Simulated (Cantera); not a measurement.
A Cantera script and its output.

```python
import numpy as np
import cantera as ct

gas = ct.Solution("gri30.yaml")
gas.TPX = 425, 620000, {'H2': 1.4, 'O2': 0.649, 'N2': 2.44}
inlet = ct.Reservoir(gas, clone=True)
gas.equilibrate("HP")  # start burning
reactor = ct.IdealGasConstPressureReactor(gas, energy="on", clone=False)
exhaust = ct.Reservoir(gas, clone=True)
tau = [0.27, 0.13, 0.064, 0.031, 0.015, 0.0071, 0.0034, 0.0017, 0.0008, 0.00038, 0.00019, 8.9e-05, 4.3e-05][0]
for a, b in ((inlet, reactor), (reactor, exhaust)):
    ct.MassFlowController(a, b, mdot=lambda t: reactor.mass / tau)
net = ct.ReactorNet([reactor])
show = ['H2', 'O2', 'H2O2', 'HO2', 'H']

rows = []
print(f"{'tau/s':>10s}{'T/K':>9s}" + "".join(f"{s:>11s}" for s in show))
for tau in [0.27, 0.13, 0.064, 0.031, 0.015, 0.0071, 0.0034, 0.0017, 0.0008, 0.00038, 0.00019, 8.9e-05, 4.3e-05]:
    net.initial_time = 0.0
    net.advance(30 * tau)
    before = gas.X
    net.advance(40 * tau)
    drift = np.max(np.abs(gas.X - before) / (gas.X + 1e-9))
    rows.append([gas.T, *gas[show].X, drift])
    print(f"{tau:10.3e}{gas.T:9.1f}" + "".join(f"{x:11.3e}" for x in gas[show].X))
```

Result:

```
     tau/s      T/K         H2         O2       H2O2        HO2          H
 2.700e-01   2515.6  3.067e-02  7.826e-04  1.674e-07  6.444e-07  1.916e-03
 1.300e-01   2515.4  3.068e-02  7.909e-04  1.686e-07  6.516e-07  1.924e-03
 6.400e-02   2515.0  3.070e-02  8.072e-04  1.710e-07  6.658e-07  1.940e-03
 3.100e-02   2514.2  3.075e-02  8.410e-04  1.760e-07  6.954e-07  1.974e-03
 1.500e-02   2512.6  3.085e-02  9.083e-04  1.858e-07  7.557e-07  2.040e-03
 7.100e-03   2509.4  3.107e-02  1.044e-03  2.054e-07  8.817e-07  2.175e-03
 3.400e-03   2503.1  3.151e-02  1.292e-03  2.408e-07  1.128e-06  2.422e-03
 1.700e-03   2492.6  3.227e-02  1.690e-03  2.956e-07  1.562e-06  2.824e-03
 8.000e-04   2473.6  3.369e-02  2.382e-03  3.862e-07  2.422e-06  3.541e-03
 3.800e-04   2444.6  3.585e-02  3.413e-03  5.118e-07  3.933e-06  4.674e-03
 1.900e-04   2406.2  3.861e-02  4.760e-03  6.623e-07  6.295e-06  6.286e-03
 8.900e-05   2348.5  4.250e-02  6.745e-03  8.661e-07  1.054e-05  8.944e-03
 4.300e-05   2275.1  4.701e-02  9.229e-03  1.112e-06  1.716e-05  1.271e-02
```

Model: GRI-Mech 3.0 (53 species, 325 reactions), integrated in Cantera. The hydrogen kinetics of GRI-Mech 3.0 are dated; newer H2 mechanisms differ, most at raised pressure.
